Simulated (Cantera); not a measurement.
Input: 1 mol Fe(CO)5, 0.12 mol O2, 48 mol N2, at 1475 K and 260 Pa.

Method: chemical equilibrium by Gibbs-energy minimisation in Cantera with the NASA 1993 tables (ideal gas, pure condensed phases). Candidate condensed phases: C, Fe, Fe(CO)5, FeO, Fe2O3, Fe3O4; 27 gas species. The numbers say what is thermodynamically allowed, not how fast it happens.

Base state: N2 0.906, CO 0.0898, CO2 0.00453, Fe 3.36e-5 (mole fractions); condensed: Fe(γ).

Task: What changes in the equilibrium state with this change: Fe(CO)5 replaced by PbO?

Result: 
```tsv
species	before	after
N2	0.906	0.972
PbO	0	0.0103
Pb	0	0.00991
CO	0.0898	0
Fe	3.36e-5	0
O2	<1e-9	0.00727
CO2	0.00453	0
Fe(γ), mol	0.998	0
```
Further candidate phases: Pb, PbO, PbO2, Pb3O4.

Task: What changes in the equilibrium state with this change: O2 from 0.12 to 1.5 mol?

Result: 
```
species       before    after
-----------  -------  -------
N2             0.906    0.906
CO            0.0898   0.0566
CO2          0.00453   0.0377
Fe           3.36e-5  8.28e-6
Fe(γ), mol     0.998        0
FeO(s), mol        0    1.000
```
The tables' stoichiometric FeO is somewhat more stable than real wüstite, so its field is too wide. FeO: taken at fixed stoichiometry.
